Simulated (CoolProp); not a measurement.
Properties of water at several states.

Model: reference Helmholtz-energy equation of state, Wagner 2002, in CoolProp.

| T (°C) | p (bar) | phase | Z | viscosity (µPa s) | conductivity (mW/(m K)) |
|---|---|---|---|---|---|
| 723.05 | 8.54 | gas | 0.9978 | 37.5 | [?] |
| 449.95 | 176 | gas | 0.7958 | [?] | 85.0 |
| 567.25 | 560 | supercritical | 0.6778 | 40.9 | 177 |
| 558.95 | 0.162 | gas | 0.9999 | [?] | 73.9 |
| 507.25 | 160 | gas | [?] | 29.8 | [?] |

### Question
What belongs in the gaps?

### Answer

- 723.05, conductivity (mW/(m K)): 95.9
- 449.95, viscosity (µPa s): 27.6
- 558.95, viscosity (µPa s): 31.0
- 507.25, Z: 0.8720
- 507.25, conductivity (mW/(m K)): 84.1

Viscosity comes from a separate model (Huber 2009). Thermal conductivity comes from a separate model (Huber 2012).
